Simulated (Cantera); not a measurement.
Charge: 1 mol Ti(OiPr)₄, 0.073 mol C₃H₈, at 1.33 mbar.

Equilibrium computed with Cantera from the NASA thermochemical tables; the gas is ideal and each condensed phase is pure. Candidate condensed phases: C, C₆H₆, C₇H₈, C₈H₁₈, H₂O, Ti, TiC, TiO, TiO₂, Ti₂O₃, Ti₃O₅, Ti₄O₇; 113 gas species. The feed counts by its element totals alone. TiC: taken at fixed stoichiometry. Rates play no part.

x: gas mole fraction; n: condensed amount in mol.

```json
[
 {"T (K)": "1575", "x H₂": "0.780", "x CO": "0.219", "x H": "0.00101", "x C₂H₂ (acetylene)": "1.65e-5", "x Ti": "1.61e-11", "x C₂H": "[?]", "n C(graphite)": "7.22", "n TiC(s)": "1.00"},
 {"T (K)": "1625", "x H₂": "0.780", "x CO": "0.218", "x H": "0.00171", "x C₂H₂ (acetylene)": "2.77e-5", "x Ti": "7.36e-11", "x C₂H": "[?]", "n C(graphite)": "7.22", "n TiC(s)": "1.00"},
 {"T (K)": "1675", "x H₂": "0.779", "x CO": "0.218", "x H": "0.00281", "x C₂H₂ (acetylene)": "4.52e-5", "x Ti": "3.07e-10", "x C₂H": "[?]", "n C(graphite)": "7.22", "n TiC(s)": "1.00"},
 {"T (K)": "1725", "x H₂": "0.777", "x CO": "0.218", "x H": "0.00448", "x C₂H₂ (acetylene)": "7.16e-5", "x Ti": "1.18e-9", "x C₂H": "[?]", "n C(graphite)": "7.22", "n TiC(s)": "1.00"},
 {"T (K)": "1775", "x H₂": "0.775", "x CO": "0.218", "x H": "0.00698", "x C₂H₂ (acetylene)": "0.000110", "x Ti": "4.20e-9", "x C₂H": "[?]", "n C(graphite)": "7.21", "n TiC(s)": "1.00"},
 {"T (K)": "1825", "x H₂": "0.772", "x CO": "0.218", "x H": "0.0106", "x C₂H₂ (acetylene)": "0.000166", "x Ti": "1.39e-8", "x C₂H": "[?]", "n C(graphite)": "7.21", "n TiC(s)": "1.00"},
 {"T (K)": "1875", "x H₂": "0.767", "x CO": "0.217", "x H": "0.0157", "x C₂H₂ (acetylene)": "0.000243", "x Ti": "4.32e-8", "x C₂H": "[?]", "n C(graphite)": "7.21", "n TiC(s)": "1.000"},
 {"T (K)": "1925", "x H₂": "0.761", "x CO": "0.216", "x H": "0.0228", "x C₂H₂ (acetylene)": "0.000348", "x Ti": "1.26e-7", "x C₂H": "[?]", "n C(graphite)": "7.21", "n TiC(s)": "1.000"},
 {"T (K)": "1975", "x H₂": "0.752", "x CO": "0.215", "x H": "0.0325", "x C₂H₂ (acetylene)": "0.000488", "x Ti": "3.50e-7", "x C₂H": "[?]", "n C(graphite)": "7.20", "n TiC(s)": "1.000"},
 {"T (K)": "2025", "x H₂": "0.740", "x CO": "0.214", "x H": "0.0454", "x C₂H₂ (acetylene)": "0.000670", "x Ti": "9.22e-7", "x C₂H": "[?]", "n C(graphite)": "7.19", "n TiC(s)": "1.000"},
 {"T (K)": "2075", "x H₂": "0.725", "x CO": "0.212", "x H": "0.0621", "x C₂H₂ (acetylene)": "0.000900", "x Ti": "2.32e-6", "x C₂H": "[?]", "n C(graphite)": "7.18", "n TiC(s)": "1.000"},
 {"T (K)": "2125", "x H₂": "0.706", "x CO": "0.210", "x H": "0.0835", "x C₂H₂ (acetylene)": "0.00118", "x Ti": "5.56e-6", "x C₂H": "[?]", "n C(graphite)": "7.17", "n TiC(s)": "1.000"},
 {"T (K)": "2175", "x H₂": "0.681", "x CO": "0.207", "x H": "0.110", "x C₂H₂ (acetylene)": "0.00152", "x Ti": "1.28e-5", "x C₂H": "[?]", "n C(graphite)": "7.16", "n TiC(s)": "1.000"}
]
```

Q: Some entries are withheld; supply them.

A: 
- 1575, x C₂H: 6.21e-11
- 1625, x C₂H: 2.33e-10
- 1675, x C₂H: 8.07e-10
- 1725, x C₂H: 2.60e-9
- 1775, x C₂H: 7.82e-9
- 1825, x C₂H: 2.21e-8
- 1875, x C₂H: 5.92e-8
- 1925, x C₂H: 1.50e-7
- 1975, x C₂H: 3.62e-7
- 2025, x C₂H: 8.36e-7
- 2075, x C₂H: 1.84e-6
- 2125, x C₂H: 3.91e-6
- 2175, x C₂H: 7.95e-6
